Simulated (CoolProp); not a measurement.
Vapour-liquid equilibrium of fluoroethane (R161) (1) + R134a (2) at 0.0441 MPa; x and y are mole fractions of (1).

Computed with CoolProp (multi-fluid Helmholtz-energy mixture model, Wu 2012 and Tillner-Roth 1994; pair parameters Bell 2016).

```
x     bubble temperature, mixture model (°C)  bubble temperature, Raoult's law (°C)  y, mixture model  y, Raoult's law
----  --------------------------------------  -------------------------------------  ----------------  ---------------
0.05                                   -43.3                                  -43.5             0.077            0.087
0.2                                    -45.0                                  -45.6             0.291            0.313
0.35                                   -46.7                                  -47.5             0.481            0.498
0.5                                    -48.5                                  -49.2             0.645            0.651
0.65                                   -50.3                                  -50.8             0.781            0.778
0.8                                    -52.0                                  -52.3             0.891            0.884
0.95                                   -53.7                                  -53.8             0.976            0.973
```

The largest gap from Raoult's law is +0.8 K in bubble temperature, at x = 0.35. No azeotrope shows between x = 0.05 and 0.95.

Pair parameters are fitted to limited data, so mixtures are less certain than the pure fluids.
